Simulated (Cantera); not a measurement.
A Cantera script and its output.

```python
import numpy as np
import cantera as ct

gas = ct.Solution("gri30.yaml")
gas.TPX = 550, 101325, {'C3H8': 1, 'O2': 4.17, 'N2': 15.7}
flame = ct.FreeFlame(gas, width=0.04)
flame.set_refine_criteria(ratio=3, slope=0.08, curve=0.16)
flame.transport_model = "unity-Lewis-number"
flame.solve(loglevel=0, auto=True)
z, T = flame.grid, flame.T
thick = (T[-1] - T[0]) / np.gradient(T, z).max()
show = ['C3H8', 'O2', 'H', 'OH', 'NO', 'C2H4']
print(f"laminar burning velocity  {flame.velocity[0] * 100:.3f} cm/s")
print(f"burnt temperature         {T[-1]:.1f} K")
print(f"thermal thickness         {thick * 1e3:.4f} mm")
print(f"grid points               {len(z)}")
z0 = z[flame.heat_release_rate.argmax()]
print(f"{'z/mm':>9s}{'T/K':>9s}{'u/(m/s)':>9s}" + "".join(f"{s:>11s}" for s in show))
rows = []
for k in (-3, -2, -1.5, -1, -0.5, -0.25, 0, 0.25, 0.5, 1, 2, 4, 8):
    zz = z0 + k * thick
    rows.append([k * thick, np.interp(zz, z, T), np.interp(zz, z, flame.velocity),
                 *(np.interp(zz, z, flame.X[gas.species_index(s)]) for s in show)])
    print(f"{rows[-1][0] * 1e3:9.3f}{rows[-1][1]:9.1f}{rows[-1][2]:9.3f}" + "".join(f"{x:11.3e}" for x in rows[-1][3:]))
```

It prints:

```
laminar burning velocity  84.027 cm/s
burnt temperature         2353.2 K
thermal thickness         0.3391 mm
grid points               137
     z/mm      T/K  u/(m/s)       C3H8         O2          H         OH         NO       C2H4
   -1.017    550.3    0.841  4.790e-02  1.998e-01  8.306e-15  2.364e-12  5.790e-09  3.223e-06
   -0.678    552.9    0.845  4.779e-02  1.995e-01  9.006e-13  1.687e-10  5.521e-08  3.064e-05
   -0.509    564.8    0.864  4.725e-02  1.980e-01  6.471e-11  4.345e-09  2.873e-07  1.575e-04
   -0.339    640.0    0.985  4.387e-02  1.888e-01  1.858e-08  1.213e-07  1.840e-06  9.573e-04
   -0.170   1041.5    1.662  2.541e-02  1.382e-01  1.280e-05  7.165e-06  1.152e-05  5.191e-03
   -0.085   1448.8    2.402  7.977e-03  8.626e-02  4.970e-04  2.604e-04  2.243e-05  7.638e-03
    0.000   1844.7    3.146  1.715e-04  3.721e-02  6.439e-03  3.141e-03  3.801e-05  2.098e-03
    0.085   1993.9    3.414  8.934e-08  1.646e-02  1.354e-02  7.534e-03  5.605e-05  5.398e-05
    0.170   2034.4    3.477  1.444e-11  1.128e-02  1.552e-02  8.900e-03  6.676e-05  6.221e-07
    0.339   2081.4    3.545  5.769e-17  8.719e-03  1.471e-02  8.966e-03  7.597e-05  3.498e-10
    0.678   2142.0    3.631  4.463e-24  6.810e-03  1.170e-02  8.360e-03  8.624e-05  4.909e-15
    1.356   2210.7    3.727  2.832e-35  4.793e-03  8.186e-03  7.222e-03  1.016e-04  4.039e-22
    2.712   2273.4    3.814 -4.357e-40  2.893e-03  5.327e-03  5.711e-03  1.239e-04  4.564e-23
```

Detailed kinetics in Cantera: GRI-Mech 3.0 (53 species, 325 reactions). GRI-Mech 3.0 was tuned for natural gas; its chemistry of propane as a main component is partial and can be far from experiment. Unity Lewis numbers drop preferential diffusion, which matters most where H2 and H carry the flame. Burning velocities carry a grid error of a few per cent, more on coarse grids.
